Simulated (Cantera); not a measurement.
A closed system holds: 1 mol AlCl3, 3.4 mol NH3, 27 mol N2, held at 1923.15 K and 0.133 bar.

Equilibrium computed with Cantera from the NASA thermochemical tables; the gas is ideal and each condensed phase is pure. Candidate condensed phases: Al, AlCl3, AlN, NH4Cl; 20 gas species. The tables' values for AlCl2 are old estimates; treat these amounts as uncertain. Kinetics and transport are ignored.

Base state: N2 0.806, H2 0.121, HCl 0.0442, AlCl 0.0196, AlCl2 0.00527, AlCl3 0.00325, H 0.000897, Cl 0.000247 (mole fractions); condensed: gas only.

**Question.** What changes in the equilibrium state with this change: temperature from 1923.15 K to 2075 K?

**Answer.** 
```
species    before     after
-------  --------  --------
N2          0.806     0.803
H2          0.121     0.117
HCl        0.0442    0.0492
AlCl       0.0196    0.0230
Al        6.37e-6   2.49e-5
Cl       0.000247  0.000775
AlCl3     0.00325   0.00108
H        0.000897   0.00249
AlCl2     0.00527   0.00384
```
